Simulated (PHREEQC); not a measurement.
A solution holds 0.0037 mol Cu(BF4)2, 0.03 mol HCl and 0.00069 mol H3BO3 per kg of water, at 40 °C. Closed to the air; pH follows from the charge balance.

Model: ion-association model, phreeqc.dat, run in PHREEQC.

Precipitation was switched off in this run.

### Question
Estimate the pH, ionic strength.

### Answer
pH 1.61; ionic strength 0.0389 mol/kgw.

### Question
In which forms is Cu present?

### Answer
Cu+2 92 %, CuCl+ 7.5 % of the Cu.

Constants without temperature data keep their 25 °C values here. Real BF4- forms and hydrolyses slowly; the run takes it at equilibrium.
